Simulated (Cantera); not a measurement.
A perfectly stirred reactor is fed with 12.0 % H2, 18.8 % O2, 67.7 % N2, 1.43 % H2O, at 13300 Pa; it is held at 1225 K, and followed from long to short residence time.

Detailed kinetics in Cantera: the H2/O2 subset of GRI-Mech 3.0, which has no nitrogen chemistry. The temperature is held fixed by assumption; the heat of reaction is taken as removed at once.

x: mole fraction; the columns are a selection and need not sum to one.

```json
[
 {"τ (s)": "11", "x H2": "?", "x O2": "0.136", "x H": "2.24e-6", "x O": "2.77e-5", "x HO2": "9.21e-7", "x H2O": "0.143"},
 {"τ (s)": "3.4", "x H2": "?", "x O2": "0.136", "x H": "7.34e-6", "x O": "6.15e-5", "x HO2": "1.80e-6", "x H2O": "0.143"},
 {"τ (s)": "1.0", "x H2": "?", "x O2": "0.136", "x H": "2.52e-5", "x O": "0.000141", "x HO2": "3.39e-6", "x H2O": "0.143"},
 {"τ (s)": "0.30", "x H2": "?", "x O2": "0.136", "x H": "8.41e-5", "x O": "0.000316", "x HO2": "5.72e-6", "x H2O": "0.143"},
 {"τ (s)": "0.090", "x H2": "?", "x O2": "0.136", "x H": "0.000279", "x O": "0.000701", "x HO2": "8.56e-6", "x H2O": "0.142"},
 {"τ (s)": "0.027", "x H2": "?", "x O2": "0.136", "x H": "0.000912", "x O": "0.00153", "x HO2": "1.13e-5", "x H2O": "0.140"},
 {"τ (s)": "0.0080", "x H2": "?", "x O2": "0.136", "x H": "0.00291", "x O": "0.00323", "x HO2": "1.35e-5", "x H2O": "0.136"}
]
```

Question: Complete the blanks.

Answer: 
- 11, x H2: 3.50e-5
- 3.4, x H2: 7.62e-5
- 1.0, x H2: 0.000171
- 0.30, x H2: 0.000374
- 0.090, x H2: 0.000809
- 0.027, x H2: 0.00171
- 0.0080, x H2: 0.00356
